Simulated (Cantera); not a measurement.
A perfectly stirred reactor is fed with CH4 : C2H6 : C3H8 : O2 : N2 : H2O = 1 : 0.36 : 0.98 : 6.8 : 51 : 4.3 (molar parts), at 9.87 atm; it is adiabatic with a 673 K inlet, and is followed from long to short residence time, starting on the burning branch (τ in s: 0.087, 0.038, 0.016, 0.0071, 0.0031, 0.0013, 0.00057, 0.00025, 0.00011, 4.7e-05, 2e-05).

Computed with Cantera and GRI-Mech 3.0 (53 species, 325 reactions). GRI-Mech 3.0 was tuned for natural gas; its chemistry of propane as a main component is partial and can be far from experiment.

### Question
What does this change do: C2H6 0.36 to 0.25 parts?

### Answer
```
quantity                                                                       before                                 after
------------------------------------------------  -----------------------------------  ------------------------------------
blow-out, bracketed by the residence times tried  burning at 1.30 ms, out at 0.570 ms  burning at 0.570 ms, out at 0.250 ms
x(CH4) at τ = 87.0 ms                                                         0.00120                              0.000545
x(C2H6) at τ = 87.0 ms                                                        2.74e-6                               1.09e-6
x(C3H8) at τ = 87.0 ms                                                        7.25e-7                               5.68e-7
x(HCO) at τ = 87.0 ms                                                         5.97e-9                               6.21e-9
x(CH3) at τ = 87.0 ms                                                         3.18e-5                               2.31e-5
x(CH4) at τ = 1.30 ms                                                         0.00176                               0.00107
x(C2H6) at τ = 1.30 ms                                                        5.50e-5                               2.54e-5
x(C3H8) at τ = 1.30 ms                                                        3.88e-5                               2.63e-5
x(HCO) at τ = 1.30 ms                                                         2.16e-7                               2.16e-7
x(CH3) at τ = 1.30 ms                                                        0.000150                              0.000132
```
